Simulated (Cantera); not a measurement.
Transport properties of process gases

Gas mixture: O2 = 0.47 (molar parts), at 2930 Torr, frozen composition.

Cantera's kinetic-theory transport with the Lennard-Jones parameters of GRI-Mech 3.0, ideal gas; thermal conductivity in the multicomponent form.

```tsv
T (K)	ρ (kg/m³)	cp (J/kg/K)	μ (µPa s)	λ (mW/m/K)	Pr	D (cm²/s) O	D (cm²/s) OH	D (cm²/s) H2
400	3.75	941.4	25.6	33.9	0.712	0.141	0.138	0.342
500	3.00	971.4	30.0	41.1	0.711	0.207	0.203	0.498
600	2.50	1003	34.1	48.1	0.710	0.282	0.276	0.676
700	2.14	1031	37.8	54.9	0.710	0.365	0.358	0.874
800	1.88	1055	41.4	61.5	0.710	0.456	0.447	1.09
900	1.67	1074	44.7	67.7	0.709	0.556	0.544	1.33
```
D: mixture-averaged diffusion coefficient of that species in the mixture.
